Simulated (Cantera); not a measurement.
Feed: 1 mol SiH2Cl2, 11 mol N2, at 900 K and 560 Pa.

Method: chemical equilibrium by Gibbs-energy minimisation in Cantera with the NASA 1993 tables (ideal gas, pure condensed phases). Candidate condensed phases: NH4Cl, Si, Si3N4; 28 gas species. N2 is the only nitrogen source here; it is nearly inert below about 1500 K, so the nitride shown seldom forms there in practice. The numbers say what is thermodynamically allowed, not how fast it happens.

Base state: N2 0.851, HCl 0.106, H2 0.0286, SiCl4 0.0143, SiHCl3 1.10e-5 (mole fractions); condensed: Si3N4(s).

### Question
What changes in the equilibrium state with this change: pressure from 560 Pa to 16.0 Pa?

### Answer
| species | before | after |
|---|---|---|
| N2 | 0.851 | 0.848 |
| HCl | 0.106 | 0.118 |
| H2 | 0.0286 | 0.0223 |
| SiCl4 | 0.0143 | 0.0112 |
| SiCl3 | 3.61e-6 | 1.32e-5 |
| SiHCl3 | 1.10e-5 | 5.99e-6 |
| Si3N4(s), mol | 0.275 | 0.288 |
The tables' values for SiCl3 are old estimates; treat these amounts as uncertain.
